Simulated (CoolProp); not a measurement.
Vapour-liquid equilibrium of R22 (1) + R113 (2) at 5.06 bar; x and y are mole fractions of (1).

Model: multi-fluid Helmholtz-energy mixture model, Kamei 1995 and Marx 1992; pair parameters Bell 2016, in CoolProp.

**Question.** Give the bubble temperature and the first vapour's composition at x = 0.05, 0.45, 0.75. Is there an azeotrope?

**Answer.** x = 0.05: 362.7 K, y = 0.330; x = 0.45: 296.3 K, y = 0.942; x = 0.75: 281.9 K, y = 0.982. No azeotrope shows between x = 0.05 and 0.95.

The pair parameters rest on a limited set of measurements; away from them the model extrapolates. The gap from Raoult's law changes sign with composition, which may be real or a fault of the pair parameters; it wasn't checked against measurements.
